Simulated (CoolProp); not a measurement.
A single-stage vapour-compression cycle with sulfur dioxide: evaporating at 272.15 K (dew point), condensing at 296.15 K (bubble point), superheat 10 K, subcooling 5 K, compressor efficiency 0.65, no pressure losses. Each further row changes one setting.

Model: reference Helmholtz-energy equation of state, Gao 2016, in CoolProp.

```json
[
 {"case": "as stated", "cooling COP": "6.73", "pressure ratio": "2.46", "discharge temperature (K)": "367.3", "refrigerating effect (kJ/kg)": "362", "volumetric capacity (kJ/m³)": "1520"},
 {"case": "evaporating temperature 277.15 K", "cooling COP": "8.81", "pressure ratio": "2.01", "discharge temperature (K)": "352.8", "refrigerating effect (kJ/kg)": "364", "volumetric capacity (kJ/m³)": "___"},
 {"case": "condensing temperature 291.15 K", "cooling COP": "8.64", "pressure ratio": "___", "discharge temperature (K)": "___", "refrigerating effect (kJ/kg)": "369", "volumetric capacity (kJ/m³)": "1550"},
 {"case": "subcooling 10 K", "cooling COP": "6.86", "pressure ratio": "2.46", "discharge temperature (K)": "367.3", "refrigerating effect (kJ/kg)": "369", "volumetric capacity (kJ/m³)": "1550"},
 {"case": "superheat 20 K", "cooling COP": "6.59", "pressure ratio": "2.46", "discharge temperature (K)": "379.7", "refrigerating effect (kJ/kg)": "369", "volumetric capacity (kJ/m³)": "1490"},
 {"case": "compressor efficiency 0.55", "cooling COP": "___", "pressure ratio": "2.46", "discharge temperature (K)": "381.2", "refrigerating effect (kJ/kg)": "362", "volumetric capacity (kJ/m³)": "1520"}
]
```

Fill in the missing entries.


- evaporating temperature 277.15 K, volumetric capacity (kJ/m³): 1850
- condensing temperature 291.15 K, pressure ratio: 2.07
- condensing temperature 291.15 K, discharge temperature (K): 350.0
- compressor efficiency 0.55, cooling COP: 5.69
